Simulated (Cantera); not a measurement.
**SiCl4 + Cl2 + H2 (silicon epitaxy and polysilicon growth)**

Input: 1 mol SiCl4, 0.095 mol Cl2, 19 mol H2, held at 10.0 mbar.

These are equilibrium values from Cantera (NASA tables, ideal gas, pure condensed phases), not measurements of a reactor. Candidate condensed phases: Si; 19 gas species. The tables' values for SiCl3, SiCl are old estimates; treat these amounts as uncertain. Rates play no part.

From 1173 K to 1573 K the condensed part is Si(s). The main Si-bearing gas is SiCl2 throughout. The share of Si in condensed phases is highest at 1173 K (14.4 %) and lowest at 1573 K (3.3 %).

```json
[
 {"T (K)": "1173", "log p H2": "-2.06", "log p HCl": "-3.10", "log p SiCl2": "-3.79", "log p SiCl4": "-3.80", "log p SiCl3": "-4.29", "n Si(s)": "0.144"},
 {"T (K)": "1223", "log p H2": "-2.06", "log p HCl": "-3.04", "log p SiCl2": "-3.62", "log p SiCl4": "-4.03", "log p SiCl3": "-4.28", "n Si(s)": "0.141"},
 {"T (K)": "1273", "log p H2": "-2.07", "log p HCl": "-3.00", "log p SiCl2": "-3.51", "log p SiCl4": "-4.32", "log p SiCl3": "-4.33", "n Si(s)": "0.125"},
 {"T (K)": "1323", "log p H2": "-2.07", "log p HCl": "-2.98", "log p SiCl2": "-3.45", "log p SiCl4": "-4.67", "log p SiCl3": "-4.43", "n Si(s)": "0.106"},
 {"T (K)": "1373", "log p H2": "-2.07", "log p HCl": "-2.97", "log p SiCl2": "-3.41", "log p SiCl4": "-5.04", "log p SiCl3": "-4.56", "n Si(s)": "0.0888"},
 {"T (K)": "1423", "log p H2": "-2.07", "log p HCl": "-2.97", "log p SiCl2": "-3.38", "log p SiCl4": "-5.40", "log p SiCl3": "-4.69", "n Si(s)": "0.0729"},
 {"T (K)": "1473", "log p H2": "-2.07", "log p HCl": "-2.97", "log p SiCl2": "-3.37", "log p SiCl4": "-5.75", "log p SiCl3": "-4.83", "n Si(s)": "0.0585"},
 {"T (K)": "1523", "log p H2": "-2.07", "log p HCl": "-2.97", "log p SiCl2": "-3.36", "log p SiCl4": "-6.09", "log p SiCl3": "-4.96", "n Si(s)": "0.0453"},
 {"T (K)": "1573", "log p H2": "-2.07", "log p HCl": "-2.97", "log p SiCl2": "-3.35", "log p SiCl4": "-6.40", "log p SiCl3": "-5.08", "n Si(s)": "0.0329"}
]
```
log p: log10 of the partial pressure in bar; n: condensed amount in mol.
